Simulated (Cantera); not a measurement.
Charge: 1 mol SiCl4, 0.64 mol Cl2, 3.7 mol H2, 0.6 mol HCl, at 2.60 bar.

Cantera equilibrium calculation (NASA polynomials, part measured and part estimated; ideal gas, pure solids and liquids). Candidate condensed phases: Si; 19 gas species. The tables' values for SiCl3 are old estimates; treat these amounts as uncertain. Equilibrium is a limit: real reactors are often held back by kinetics, nucleation or transport. All values below are at 1000 °C.

Base state: H2 0.503, HCl 0.328, SiCl4 0.156, SiHCl3 0.00956, SiCl3 0.00226, SiCl2 0.000215, SiH2Cl2 8.10e-5 (mole fractions); condensed: gas only.

**Question.** What changes in the equilibrium state with this change: SiCl4 replaced by Si?

**Answer.** 
| species | before | after |
|---|---|---|
| H2 | 0.503 | 0.844 |
| SiCl4 | 0.156 | 0.0532 |
| HCl | 0.328 | 0.0456 |
| SiHCl3 | 0.00956 | 0.0393 |
| SiH3Cl | 1.92e-7 | 0.000115 |
| SiH2Cl2 | 8.10e-5 | 0.00403 |
| SiCl2 | 0.000215 | 0.00637 |
| SiCl3 | 0.00226 | 0.00719 |
| Si(s), mol | 0 | 0.505 |
